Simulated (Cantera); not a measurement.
An isothermal, constant-pressure homogeneous reactor starts with CH4 : H2O = 1 : 2.3 (molar parts), at 1225 K and 1.00 atm. Integrator tolerance rtol = 1e-08.

Detailed kinetics in Cantera: GRI-Mech 3.0 (53 species, 325 reactions).

**Question.** What does this change do: temperature 1225 to 2150 K?

**Answer.** 
```
quantity                                              before                                      after
-----------------  -----------------------------------------  -----------------------------------------
x(CH4) at 7.00 s       0.299 (gas-phase equilibrium 4.11e-5)    2.47e-9 (gas-phase equilibrium 2.91e-9)
x(H2O) at 7.00 s         0.695 (gas-phase equilibrium 0.209)        0.231 (gas-phase equilibrium 0.231)
x(HO2) at 7.00 s       <1e-12 (gas-phase equilibrium <1e-12)  1.48e-10 (gas-phase equilibrium 1.48e-10)
x(C2H) at 7.00 s       <1e-12 (gas-phase equilibrium <1e-12)      <1e-12 (gas-phase equilibrium <1e-12)
x(CO2) at 7.00 s      3.28e-7 (gas-phase equilibrium 0.0361)      0.0137 (gas-phase equilibrium 0.0137)
x(CH2O) at 7.00 s    3.01e-7 (gas-phase equilibrium 4.50e-8)    4.12e-8 (gas-phase equilibrium 4.12e-8)
x(C2H6) at 7.00 s  0.000214 (gas-phase equilibrium 2.51e-12)      <1e-12 (gas-phase equilibrium <1e-12)
```

**Question.** What does this change do: temperature 1225 to 1523 K?

**Answer.** 
```
quantity                                              before                                    after
-----------------  -----------------------------------------  ---------------------------------------
x(CH4) at 7.00 s       0.299 (gas-phase equilibrium 4.11e-5)   0.0408 (gas-phase equilibrium 5.14e-7)
x(H2O) at 7.00 s         0.695 (gas-phase equilibrium 0.209)      0.348 (gas-phase equilibrium 0.222)
x(HO2) at 7.00 s       <1e-12 (gas-phase equilibrium <1e-12)    <1e-12 (gas-phase equilibrium <1e-12)
x(C2H) at 7.00 s       <1e-12 (gas-phase equilibrium <1e-12)   1.78e-9 (gas-phase equilibrium <1e-12)
x(CO2) at 7.00 s      3.28e-7 (gas-phase equilibrium 0.0361)    0.0260 (gas-phase equilibrium 0.0232)
x(CH2O) at 7.00 s    3.01e-7 (gas-phase equilibrium 4.50e-8)  2.19e-7 (gas-phase equilibrium 4.32e-8)
x(C2H6) at 7.00 s  0.000214 (gas-phase equilibrium 2.51e-12)   1.13e-5 (gas-phase equilibrium <1e-12)
```
